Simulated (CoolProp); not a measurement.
R404A at 427.27 K and 0.293 MPa flows at 0.076 m/s in a round tube of 20 mm bore and 0.25 µm roughness, fully developed (64/Re and Nu = 3.66 if laminar; Colebrook and Gnielinski if turbulent). Each further row changes one setting.

Computed with CoolProp (reference Helmholtz-energy equation of state, Lemmon 2003). It is a pseudo-pure fit of the blend.

| case | Reynolds number | Darcy friction factor | pressure drop (Pa/m) | heat-transfer coefficient (W/(m² K)) | mass flow (kg/h) |
|---|---|---|---|---|---|
| as stated | (withheld) | (withheld) | (withheld) | 4.23 | (withheld) |
| velocity 0.152 m/s | 1440 | 0.0445 | (withheld) | 4.23 | (withheld) |
| diameter 40 mm | 1440 | 0.0445 | (withheld) | 2.11 | (withheld) |

Complete the blanks.


- as stated, Reynolds number: 719
- as stated, Darcy friction factor: 0.0890
- as stated, pressure drop (Pa/m): 0.105
- as stated, mass flow (kg/h): 0.701
- velocity 0.152 m/s, pressure drop (Pa/m): 0.210
- velocity 0.152 m/s, mass flow (kg/h): 1.40
- diameter 40 mm, pressure drop (Pa/m): 0.0262
- diameter 40 mm, mass flow (kg/h): 2.81

Viscosity comes from a separate model (Geller 2000). Thermal conductivity comes from a separate model (Geller 2001).
